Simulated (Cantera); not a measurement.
## Adiabatic ignition

An adiabatic, constant-pressure homogeneous reactor starts with 3.76 % CH₄, 4.89 % H₂, 19.2 % O₂, 72.2 % N₂, equivalence ratio 0.52, at 1225 K and 0.500 bar.

Model: GRI-Mech 3.0 (53 species, 325 reactions), integrated in Cantera.

| t (s) | T (K) | x CH₄ | x H₂ | x O₂ | x NO₂ | x CH₂O |
|---|---|---|---|---|---|---|
| 3.00e-6 | 1225 | 0.0376 | 0.0489 | 0.192 | <1e-12 | <1e-12 |
| 6.59e-6 | 1225 | 0.0376 | 0.0489 | 0.192 | <1e-12 | 6.37e-12 |
| 1.45e-5 | 1225 | 0.0376 | 0.0489 | 0.192 | <1e-12 | 4.86e-11 |
| 3.18e-5 | 1225 | 0.0376 | 0.0489 | 0.192 | <1e-12 | 4.12e-10 |
| 6.98e-5 | 1225 | 0.0376 | 0.0489 | 0.192 | <1e-12 | 4.16e-9 |
| 0.000153 | 1225 | 0.0376 | 0.0489 | 0.192 | <1e-12 | 8.80e-8 |
| 0.000337 | 1228 | 0.0368 | 0.0484 | 0.191 | <1e-12 | 9.24e-5 |
| 0.000739 | 1985 | <1e-12 | 0.00732 | 0.0919 | 2.20e-9 | 7.60e-12 |
| 0.00162 | 2234 | <1e-12 | 0.00229 | 0.0922 | 3.35e-8 | 1.22e-12 |
| 0.00357 | 2286 | <1e-12 | 0.00116 | 0.0925 | 1.18e-7 | <1e-12 |
| 0.00783 | 2288 | <1e-12 | 0.00111 | 0.0924 | 2.49e-7 | <1e-12 |
| 0.0172 | 2288 | <1e-12 | 0.00110 | 0.0922 | 5.22e-7 | <1e-12 |
| 0.0378 | 2286 | <1e-12 | 0.00109 | 0.0917 | 1.08e-6 | <1e-12 |
| 0.0829 | 2282 | <1e-12 | 0.00108 | 0.0907 | 2.12e-6 | <1e-12 |
| 0.182 | 2278 | <1e-12 | 0.00106 | 0.0894 | 3.57e-6 | <1e-12 |
| 0.400 | 2274 | <1e-12 | 0.00104 | 0.0884 | 4.66e-6 | <1e-12 |
x: mole fraction; the columns are a selection and need not sum to one.

```yaml
time_of_steepest_temperature_rise: 0.596 ms
temperature at 0.400 s: 2274 K
equilibrium_temperature: 2273 K
x(CH₄) at 0.400 s: <1e-12 (gas-phase equilibrium <1e-12)
x(H₂) at 0.400 s: 0.00104 (gas-phase equilibrium 0.00104)
x(O₂) at 0.400 s: 0.0884 (gas-phase equilibrium 0.0882)
```
